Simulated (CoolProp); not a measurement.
200 sccm (0 °C, 1 atm) of nitrogen bubbles through liquid benzene at 333.2 K and leaves saturated at a total pressure of 0.15 MPa (ideal gas phase). Each further row changes one setting.

Values from CoolProp's reference Helmholtz-energy equation of state, Thol 2012.

```csv
case,vapour pressure (kPa),mole fraction of vapour,delivery (mg/min),delivery (sccm),change of delivery for a bath 1 K warmer (%)
as stated,52.3,[?],374,107,[?]
bath temperature 338.2 K,62.3,0.415,495,142,[?]
total pressure 0.3 MPa,52.3,0.174,147,42.3,[?]
```

Q: What belongs in the gaps?

A: 
- as stated, mole fraction of vapour: 0.349
- as stated, change of delivery for a bath 1 K warmer (%): 5.6
- bath temperature 338.2 K, change of delivery for a bath 1 K warmer (%): 6.1
- total pressure 0.3 MPa, change of delivery for a bath 1 K warmer (%): 4.4
